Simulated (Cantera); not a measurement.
Cantera run, input and output.

```python
import numpy as np
import cantera as ct

gas = ct.Solution("gri30.yaml", transport_model="multicomponent")
show = ['O', 'H', 'NH3']

rows = []
print(f"{'T/K':>7s}{'rho':>11s}{'cp':>10s}{'mu':>11s}{'lambda':>11s}{'Pr':>7s}" + "".join(f"{'D_' + s:>11s}" for s in show))
for T in [400, 600, 800, 1000, 1200, 1400]:
    gas.TPX = T, 49000, {'N2O': 0.43}
    Pr = gas.cp_mass * gas.viscosity / gas.thermal_conductivity
    D = [gas.mix_diff_coeffs_mole[gas.species_index(s)] for s in show]
    rows.append([gas.density, gas.cp_mass, gas.viscosity, gas.thermal_conductivity, Pr, *D])
    print(f"{T:7g}{gas.density:11.4e}{gas.cp_mass:10.1f}{gas.viscosity:11.4e}"
          f"{gas.thermal_conductivity:11.4e}{Pr:7.3f}" + "".join(f"{d:11.4e}" for d in D))
print("SI units: kg/m3, J/kg/K, Pa s, W/m/K, m2/s")
```

Output:

```
    T/K        rho        cp         mu     lambda     Pr        D_O        D_H      D_NH3
    400 6.4846e-01     970.3 1.9459e-05 2.5299e-02  0.746 8.6828e-05 3.4334e-04 5.8324e-05
    600 4.3231e-01    1101.3 2.7324e-05 4.0429e-02  0.744 1.7604e-04 7.0905e-04 1.2664e-04
    800 3.2423e-01    1191.6 3.4048e-05 5.4682e-02  0.742 2.8750e-04 1.1687e-03 2.1492e-04
   1000 2.5938e-01    1254.7 4.0022e-05 6.7878e-02  0.740 4.1886e-04 1.7114e-03 3.2045e-04
   1200 2.1615e-01    1294.3 4.5464e-05 7.9761e-02  0.738 5.6853e-04 2.3302e-03 4.4145e-04
   1400 1.8527e-01    1326.8 5.0510e-05 9.1048e-02  0.736 7.3535e-04 3.0198e-03 5.7666e-04
SI units: kg/m3, J/kg/K, Pa s, W/m/K, m2/s
```

Computed with Cantera and GRI-Mech 3.0 (53 species, 325 reactions). The composition is frozen, though it would react at the higher temperatures.
